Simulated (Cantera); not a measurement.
An isothermal, constant-pressure homogeneous reactor starts with C2H6 : N2 = 1 : 3.6 (molar parts), at 1225 K and 13300 Pa. Integrator tolerance rtol = 1e-08.

Detailed kinetics in Cantera: GRI-Mech 3.0 (53 species, 325 reactions). GRI-Mech 3.0 stops at C3 and has no aromatics, soot or wall deposition, so with more carbon than oxygen in the feed, carbon stays in small species such as C2H2 where larger ones or solid carbon would form.

Task: What does this change do: N2 3.6 to 1 parts?

Result: 
```tsv
quantity	before	after
x(C2H6) at 2.00 s	0.000192 (gas-phase equilibrium 3.99e-5)	0.000617 (gas-phase equilibrium 0.000155)
x(CH4) at 2.00 s	0.0343 (gas-phase equilibrium 0.0906)	0.0682 (gas-phase equilibrium 0.214)
x(CH3) at 2.00 s	4.91e-6 (gas-phase equilibrium 3.48e-6)	8.99e-6 (gas-phase equilibrium 6.86e-6)
x(HCN) at 2.00 s	8.99e-11 (gas-phase equilibrium 0.0737)	2.07e-11 (gas-phase equilibrium 0.0705)
x(C2H4) at 2.00 s	0.0621 (gas-phase equilibrium 0.0143)	0.116 (gas-phase equilibrium 0.0385)
x(H2) at 2.00 s	0.218 (gas-phase equilibrium 0.185)	0.373 (gas-phase equilibrium 0.266)
x(C2H2) at 2.00 s	0.0868 (gas-phase equilibrium 0.0709)	0.145 (gas-phase equilibrium 0.132)
```
